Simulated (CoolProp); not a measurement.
CH2F2 (R32) at 267.22 K and 0.261 MPa flows at 19 m/s in a round tube of 4.6 mm bore and 45 µm roughness, fully developed (64/Re and Nu = 3.66 if laminar; Colebrook and Gnielinski if turbulent). Each further row changes one setting.

Values from CoolProp's reference Helmholtz-energy equation of state, Tillner-Roth 1997.

```json
[
 {"case": "as stated", "Reynolds number": "?", "Darcy friction factor": "0.0389", "pressure drop (Pa/m)": "?", "heat-transfer coefficient (W/(m² K))": "544", "mass flow (kg/h)": "?"},
 {"case": "velocity 38 m/s", "Reynolds number": "93900", "Darcy friction factor": "0.0383", "pressure drop (Pa/m)": "38600", "heat-transfer coefficient (W/(m² K))": "?", "mass flow (kg/h)": "14.6"},
 {"case": "diameter 9.2 mm", "Reynolds number": "93900", "Darcy friction factor": "0.0312", "pressure drop (Pa/m)": "3930", "heat-transfer coefficient (W/(m² K))": "439", "mass flow (kg/h)": "?"}
]
```

Complete the blanks.


- as stated, Reynolds number: 47000
- as stated, pressure drop (Pa/m): 9810
- as stated, mass flow (kg/h): 7.31
- velocity 38 m/s, heat-transfer coefficient (W/(m² K)): 1080
- diameter 9.2 mm, mass flow (kg/h): 29.2

Viscosity comes from a separate model (Bell 2016), an estimate that may be off by 10 % or more. Thermal conductivity comes from a separate model (Huber 2003), an estimate that may be off by 10 % or more.
